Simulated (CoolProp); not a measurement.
Chlorine along the isotherm 285.3 K: density (kg/m³) from the reference equation and from simpler models built on Tc = 416.9 K, pc = 76.42 bar, ω = 0.070; each cubic takes its own stable root.

Model: reference Helmholtz-energy equation of state, Thol 2021, in CoolProp.

| p (bar) | phase | reference |
|---|---|---|
| 0.604 | gas | 1.821 |
| 1.02 | gas | 3.095 |
| 1.72 | gas | 5.274 |
| 2.9 | gas | 9.060 |
| 4.9 | gas | 15.85 |
| 8.27 | liquid | 1433 |
| 14 | liquid | 1434 |
| 23.6 | liquid | 1437 |
| 39.8 | liquid | 1441 |
| 67.1 | liquid | 1447 |
| 113 | liquid | 1458 |
| 191 | liquid | 1475 |

**Question.** How far does each simpler model (van der Waals, Redlich-Kwong, Peng-Robinson) lie from the reference over these 12 states: mean and median of the absolute difference, and the worst?

**Answer.** 
- van der Waals: mean 26.7 %, median 34.9 %, worst -98.1 % at 285.3 K and 8.27 bar
- Redlich-Kwong: mean 4.7 %, median 7.1 %, worst -8.2 % at 285.3 K and 8.27 bar
- Peng-Robinson: mean 2.7 %, median 4.2 %, worst +4.9 % at 285.3 K and 191 bar

At some of these states van der Waals gives the other phase, because its saturation line lies elsewhere.
